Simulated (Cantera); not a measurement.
# NO annealing gas

An isothermal, constant-pressure homogeneous reactor starts with 86.2 % NO, 13.8 % N₂, at 2000 K and 20.0 Torr.

Computed with Cantera and GRI-Mech 3.0 (53 species, 325 reactions). Radical loss at walls, strong at low pressure, is not modelled.

```
t (s)      x NO      x O₂       x O     x NO₂     x N₂O   x N₂
--------  -----  --------  --------  --------  --------  -----
2.00e-6   0.862  1.60e-12   4.60e-8  2.40e-12   4.60e-8  0.138
6.59e-6   0.862  1.75e-11   1.52e-7  2.61e-11   1.52e-7  0.138
2.17e-5   0.862  1.91e-10   5.00e-7  2.84e-10   5.00e-7  0.138
7.17e-5   0.862   2.07e-9   1.65e-6   3.06e-9   1.65e-6  0.138
0.000236  0.862   2.25e-8   5.45e-6   3.25e-8   5.40e-6  0.138
0.000779  0.862   2.47e-7   1.80e-5   3.30e-7   1.75e-5  0.138
0.00257   0.862   2.80e-6   6.07e-5   2.87e-6   5.43e-5  0.138
0.00847   0.862   3.73e-5  0.000210   1.62e-5  0.000147  0.138
0.0279    0.860  0.000497  0.000551   3.74e-5  0.000259  0.139
0.0920    0.854   0.00318  0.000699   4.66e-5  0.000265  0.141
0.303     0.835    0.0127  0.000813   6.21e-5  0.000243  0.151
1.00      0.768    0.0461   0.00111   9.70e-5  0.000188  0.185
```
x: mole fraction; the columns are a selection and need not sum to one.

Equilibrium at this temperature and pressure: NO 0.00925, O₂ 0.424, O 0.00269, NO₂ 3.70e-6, N₂O 7.18e-8, N₂ 0.564 (gas phase only).
